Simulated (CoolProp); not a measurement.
A single-stage vapour-compression cycle with water: evaporating at 327.15 K (dew point), condensing at 348.15 K (bubble point), superheat 0 K, subcooling 2 K, compressor efficiency 0.9, no pressure losses. Each further row changes one setting.

Computed with CoolProp (reference Helmholtz-energy equation of state, Wagner 2002).

```tsv
case	cooling COP	pressure ratio	discharge temperature (K)	refrigerating effect (kJ/kg)	volumetric capacity (kJ/m³)
as stated	12.9	2.57	420.3	2290	229
evaporating temperature 332.15 K	17.6	2.03	400.8	___	287
condensing temperature 343.15 K	17.3	2.08	397.5	2310	231
subcooling 7 K	13.1	2.57	420.3	2310	231
superheat 10 K	12.7	2.57	___	2310	___
compressor efficiency 0.8	11.5	2.57	431.7	2290	229
```

**Question.** What belongs in the gaps?

**Answer.** 
- evaporating temperature 332.15 K, refrigerating effect (kJ/kg): 2300
- superheat 10 K, discharge temperature (K): 433.2
- superheat 10 K, volumetric capacity (kJ/m³): 224
